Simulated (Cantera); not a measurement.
A closed system holds: 1 mol BN, 2 mol HCl, 7.1 mol N2, at 1152 °C and 0.100 bar.

These are equilibrium values from Cantera (NASA tables, ideal gas, pure condensed phases), not measurements of a reactor. Candidate condensed phases: B, BN, NH4Cl; 21 gas species. Gases not in the tables: BHCl2. Rates play no part.

Base state: N2 0.782, HCl 0.209, H2 0.00554, BCl3 0.00367, Cl 4.96e-5 (mole fractions); condensed: BN(s).

### Question
What changes in the equilibrium state with this change: HCl from 2 to 4.7 mol?

### Answer
```tsv
species	before	after
N2	0.782	0.606
HCl	0.209	0.375
H2	0.00554	0.0118
BCl3	0.00367	0.00781
Cl	4.96e-5	6.11e-5
BN(s), mol	0.967	0.908
```

### Question
What changes in the equilibrium state with this change: N2 from 7.1 to 27 mol?

### Answer
```
species      before     after
----------  -------  --------
N2            0.782     0.931
HCl           0.209    0.0663
H2          0.00554   0.00135
BCl3        0.00367  0.000891
Cl          4.96e-5   3.18e-5
BN(s), mol    0.967     0.974
```
